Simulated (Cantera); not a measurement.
Feed: 1 mol MgO, 17 mol Cl2, at 798.15 K and 33.0 mbar.

Cantera equilibrium calculation (NASA polynomials, part measured and part estimated; ideal gas, pure solids and liquids). Candidate condensed phases: Mg, MgCl2, MgO; 11 gas species. The numbers say what is thermodynamically allowed, not how fast it happens.

Base state: Cl2 0.983, O2 0.0172, Cl 4.89e-5 (mole fractions); condensed: MgCl2(s) + MgO(s).

Question: What changes in the equilibrium state with this change: temperature from 798.15 K to 723 K?

Answer: 
| species | before | after |
|---|---|---|
| Cl2 | 0.983 | 0.970 |
| O2 | 0.0172 | 0.0303 |
| Cl | 4.89e-5 | 7.03e-6 |
| MgCl2(s), mol | 0.576 | 1.000 |
| MgO(s), mol | 0.424 | 0 |
